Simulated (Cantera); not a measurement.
A perfectly stirred reactor is fed with C3H8 : H2 = 1 : 1.5 (molar parts), at 0.0160 bar; it is held at 2000 K, and followed from long to short residence time.

Cantera simulation using GRI-Mech 3.0 (53 species, 325 reactions); the numbers are that mechanism's predictions, not measurements. GRI-Mech 3.0 was tuned for natural gas; its chemistry of propane as a main component is partial and can be far from experiment. GRI-Mech 3.0 stops at C3 and has no aromatics, soot or wall deposition, so with more carbon than oxygen in the feed, carbon stays in small species such as C2H2 where larger ones or solid carbon would form. Radical loss at walls, strong at low pressure, is not modelled.

x: mole fraction; the columns are a selection and need not sum to one.

```tsv
τ (s)	x C3H8	x H2	x H	x C2H6	x C2H2
1.8	[?]	0.716	0.00798	3.09e-7	0.270
0.85	[?]	0.715	0.00713	7.82e-7	0.269
0.41	[?]	0.711	0.00653	1.86e-6	0.268
0.20	[?]	0.706	0.00615	4.19e-6	0.266
0.096	[?]	0.698	0.00596	9.25e-6	0.263
0.047	[?]	0.688	0.00591	1.93e-5	0.260
0.023	[?]	0.674	0.00596	3.90e-5	0.254
0.011	[?]	0.655	0.00609	7.81e-5	0.246
0.0053	[?]	0.632	0.00627	0.000151	0.235
```

Problem. What belongs in the gaps?

Solution. 
- 1.8, x C3H8: 1.82e-6
- 0.85, x C3H8: 4.17e-6
- 0.41, x C3H8: 9.22e-6
- 0.20, x C3H8: 1.98e-5
- 0.096, x C3H8: 4.24e-5
- 0.047, x C3H8: 8.79e-5
- 0.023, x C3H8: 0.000181
- 0.011, x C3H8: 0.000380
- 0.0053, x C3H8: 0.000792
